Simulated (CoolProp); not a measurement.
Properties of oxygen along the isotherm 171.7 K.

Computed with CoolProp (reference Helmholtz-energy equation of state, Schmidt 1985).

| p (kPa) | phase | density (kg/m³) | cp (kJ/(kg K)) | cv (kJ/(kg K)) | expansivity (1/kK) | fugacity coefficient |
|---|---|---|---|---|---|---|
| 39.9 | gas | 0.8961 | 0.9125 | 0.6506 | 5.858 | 0.9981 |
| 60.2 | gas | 1.353 | 0.9139 | 0.6509 | 5.876 | 0.9971 |
| 90.8 | gas | 2.044 | 0.9159 | 0.6514 | 5.902 | 0.9956 |
| 137 | gas | 3.091 | 0.9190 | 0.6521 | 5.943 | 0.9934 |
| 207 | gas | 4.687 | 0.9238 | ? | 6.005 | 0.9901 |
| 312 | gas | 7.101 | 0.9312 | 0.6547 | 6.101 | 0.9850 |
| 470 | gas | 10.78 | 0.9427 | 0.6571 | 6.250 | 0.9775 |
| 709 | gas | 16.47 | 0.9610 | 0.6609 | 6.487 | ? |
| 1070 | gas | 25.33 | 0.9910 | 0.6669 | 6.876 | 0.9490 |
| 1610 | gas | ? | 1.042 | 0.6763 | ? | 0.9237 |
| 2440 | gas | 62.66 | 1.140 | 0.6924 | 8.803 | 0.8851 |
| 3670 | gas | ? | 1.350 | 0.7205 | ? | 0.8289 |
| 5540 | supercritical | 185.6 | 2.008 | 0.7765 | 19.85 | 0.7449 |
| 8360 | supercritical | 422.0 | 4.563 | 0.8562 | 46.73 | 0.6218 |
| 12600 | supercritical | 647.6 | 2.641 | 0.8024 | 16.85 | 0.4898 |

**Question.** What belongs in the gaps?

**Answer.** 
- 207, cv (kJ/(kg K)): 0.6531
- 709, fugacity coefficient: 0.9661
- 1610, density (kg/m³): 39.29
- 1610, expansivity (1/kK): 7.540
- 3670, density (kg/m³): 102.9
- 3670, expansivity (1/kK): 11.51

The peak of cp marks the crossing from liquid-like to gas-like fluid above the critical point.
